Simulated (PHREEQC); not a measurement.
Consider water at 25 °C with 0.088 mol/kgw KH2PO4 and 0.012 mol/kgw ZnSO4. Closed to the air; pH follows from the charge balance.

All values are PHREEQC results (ion-association model, wateq4f.dat), not measurements.

This is a speciation only: nothing precipitates in the calculation.

Q: Order these Zn species by the share of Zn that they hold, largest first: Zn(SO4)2-2, Zn+2, ZnSO4.

A: Zn+2 (80 %), ZnSO4 (19 %), Zn(SO4)2-2 (1.2 %)

Q: Order these S species by the share of S that they hold, largest first: ZnSO4, SO4-2, KSO4-, Zn(SO4)2-2.

A: SO4-2 (65 %), ZnSO4 (19 %), KSO4- (13 %), Zn(SO4)2-2 (2.4 %)

The pH is 4.47 and the ionic strength 0.124 mol/kgw. Examples of supersaturated solids here: Zn3(PO4)2:4w. Others may be too. Species that the database lacks are ignored. H3PO4, which wateq4f.dat lacks, is added to it with the constant of phreeqc.dat. The database has no phosphate complexes of Zn.
